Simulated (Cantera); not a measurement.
A Cantera script and what it prints.

```python
import numpy as np
import cantera as ct

gas_names = """
    N NO NO2 NO3 N2 N2O O O2 O3 Zr ZrN ZrO ZrO2
""".split()
cond_names = """
    Zr(a) Zr(b) Zr(L) ZrN(s) ZrN(L) ZrO2(a) ZrO2(b) ZrO2(L)
""".split()


# ... load() reads the species with a 1 bar reference pressure and builds the phases ...
atoms = {
    'Zr': {'Zr': 1},
    'N2O': {'N': 2, 'O': 1},
    'N2': {'N': 2},
}
top_T = {}  # K; cautious upper limits of use, not melting points


# ... equilibrate(T, P, feed) seeds the gas with the atoms and calls Mixture.equilibrate('TP', solver="vcs", rtol=1e-11, max_steps=5000) ...
results = []
T = 2123.15  # K
P = 22  # Pa
for m in [0.51, 0.78, 1.2, 1.8, 2.8, 4.3, 6.6, 10, 15]:
    feed = {'Zr': 1, 'N2O': m, 'N2': 2.1}  # mol
    mix = equilibrate(T, P, feed)
    results.append((T, P, feed, dict(zip(mix.species_names, mix.species_moles))))
    x = sorted(zip(gas.X, gas.species_names), reverse=True)
    print(f"T = {T:g} K  P = {P:g} Pa  n(N2O) = {m:g} mol  gas = {mix.phase_moles(0):.4g} mol")
    print("   x: " + "  ".join(f"{s} {v:.3e}" for v, s in x if v > 0.001))
    print("   condensed (mol): " + ("  ".join(f"{mix.phase(i).name} {mix.phase_moles(i):.4g}"
          for i in range(1, mix.n_phases) if mix.phase_moles(i) > 1e-12) or "none"))
```

Output:

```
T = 2123.15 K  P = 22 Pa  n(N2O) = 0.51 mol  gas = 2.238 mol
   x: N2 9.999e-01
   condensed (mol): ZrN(s) 0.7449  ZrO2(b) 0.2549
T = 2123.15 K  P = 22 Pa  n(N2O) = 0.78 mol  gas = 2.575 mol
   x: N2 9.999e-01
   condensed (mol): ZrN(s) 0.6098  ZrO2(b) 0.3898
T = 2123.15 K  P = 22 Pa  n(N2O) = 1.2 mol  gas = 3.101 mol
   x: N2 9.999e-01
   condensed (mol): ZrN(s) 0.3998  ZrO2(b) 0.5998
T = 2123.15 K  P = 22 Pa  n(N2O) = 1.8 mol  gas = 3.851 mol
   x: N2 9.999e-01
   condensed (mol): ZrN(s) 0.09975  ZrO2(b) 0.8997
T = 2123.15 K  P = 22 Pa  n(N2O) = 2.8 mol  gas = 5.371 mol
   x: N2 9.093e-01  O2 5.822e-02  O 2.653e-02  NO 5.960e-03
   condensed (mol): ZrO2(b) 1
T = 2123.15 K  P = 22 Pa  n(N2O) = 4.3 mol  gas = 7.7 mol
   x: N2 8.270e-01  O2 1.257e-01  O 3.898e-02  NO 8.351e-03
   condensed (mol): ZrO2(b) 1
T = 2123.15 K  P = 22 Pa  n(N2O) = 6.6 mol  gas = 11.26 mol
   x: N2 7.679e-01  O2 1.764e-01  O 4.618e-02  NO 9.534e-03
   condensed (mol): ZrO2(b) 1
T = 2123.15 K  P = 22 Pa  n(N2O) = 10 mol  gas = 16.52 mol
   x: N2 7.275e-01  O2 2.118e-01  O 5.060e-02  NO 1.017e-02
   condensed (mol): ZrO2(b) 1
T = 2123.15 K  P = 22 Pa  n(N2O) = 15 mol  gas = 24.25 mol
   x: N2 7.000e-01  O2 2.361e-01  O 5.342e-02  NO 1.053e-02
   condensed (mol): ZrO2(b) 0.9999
```

These are equilibrium values from Cantera (NASA tables, ideal gas, pure condensed phases), not measurements of a reactor. Mutual solubility and eutectic melting of coexisting phases are not modelled. ZrN: taken at fixed stoichiometry. Condensed phases not in the tables: solid solutions among these carbides, nitrides and lower oxides.
